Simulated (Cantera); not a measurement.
# HMDSO + O2 + N2 (silicon oxide and oxynitride deposition)

A closed system holds: 1 mol HMDSO, 11 mol O2, 8.8 mol N2, held at 648.15 K and 13.3 mbar.

Cantera equilibrium calculation (NASA polynomials, part measured and part estimated; ideal gas, pure solids and liquids). Candidate condensed phases: C, C6H6, C7H8, C8H18, H2O, Si, SiC, SiO2, Si2N2O, Si3N4; 151 gas species. The feed counts by its element totals alone. Equilibrium is a limit: real reactors are often held back by kinetics, nucleation or transport.

```yaml
x(N2): 0.370
x(H2O): 0.299
x(CO2): 0.248
x(H2): 0.0795
x(CO): 0.00415
x(CH4): 9.26e-5
x(NH3): 3.50e-6
n(SiO2(α-quartz)): 2.00 mol
gas_amount: 23.80 mol
log10 activity of C(graphite) (absent): -1.39
log10 activity of Si(s) (absent): -30.94
```
